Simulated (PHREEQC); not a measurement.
# Buffer: an equilibrium model

A solution holds 0.0012 mol HF, 0.017 mol NH3 and 6.7e-05 mol LiCl per kg of water, at 25 °C. Closed to the air; pH follows from the charge balance.

Equilibrium calculation in PHREEQC: ion-association model, wateq4f.dat.

This is a speciation only: nothing precipitates in the calculation.

Predict the pH.

pH 10.31.

In which forms is N present?

NH3 92 %, NH4+ 8.3 % of the N.
